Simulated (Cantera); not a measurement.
A perfectly stirred reactor is fed with 4.00 % C3H8, 96.0 % H2, at 740 Pa; it is held at 1973 K, and followed from long to short residence time.

Computed with Cantera and GRI-Mech 3.0 (53 species, 325 reactions). GRI-Mech 3.0 was tuned for natural gas; its chemistry of propane as a main component is partial and can be far from experiment. GRI-Mech 3.0 stops at C3 and has no aromatics, soot or wall deposition, so with more carbon than oxygen in the feed, carbon stays in small species such as C2H2 where larger ones or solid carbon would form. Radical loss at walls, strong at low pressure, is not modelled.

x: mole fraction; the columns are a selection and need not sum to one.

| τ (s) | x C3H8 | x H2 | x C2H | x H | x C2H4 |
|---|---|---|---|---|---|
| 25 | 3.67e-8 | 0.933 | 1.32e-5 | 0.0137 | 3.54e-6 |
| 5.5 | 1.94e-7 | 0.934 | 1.08e-5 | 0.0113 | 6.24e-6 |
| 1.2 | 1.06e-6 | 0.935 | 8.28e-6 | 0.00889 | 2.06e-5 |
| 0.27 | … | 0.933 | … | 0.00747 | … |
| 0.060 | 2.54e-5 | 0.927 | 5.43e-6 | 0.00698 | 0.000361 |
| 0.013 | … | 0.918 | … | 0.00721 | … |
| 0.0030 | 0.000481 | 0.911 | 3.71e-6 | 0.00773 | 0.00390 |
| 0.00066 | 0.00208 | 0.909 | 2.21e-6 | 0.00792 | 0.0101 |

Problem. Some entries are withheld; supply them.

Solution. 
- 0.27, x C3H8: 5.35e-6
- 0.27, x C2H: 6.55e-6
- 0.27, x C2H4: 8.82e-5
- 0.013, x C3H8: 0.000116
- 0.013, x C2H: 4.59e-6
- 0.013, x C2H4: 0.00129
